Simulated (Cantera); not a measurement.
Feed: 1 mol MgO, 4.9 mol HCl, 7.9 mol O2, at 2.90 Pa.

Method: chemical equilibrium by Gibbs-energy minimisation in Cantera with the NASA 1993 tables (ideal gas, pure condensed phases). Candidate condensed phases: H2O, Mg, MgCl2, MgO, Mg(OH)2; 22 gas species. Kinetics and transport are ignored.

**Question.** At 1348 K, list the 4 most abundant gas species with their mole fractions, and the condensed phases.

**Answer.** O2 0.587, HCl 0.293, Cl 0.0749, H2O 0.0411. Condensed: MgO(s).
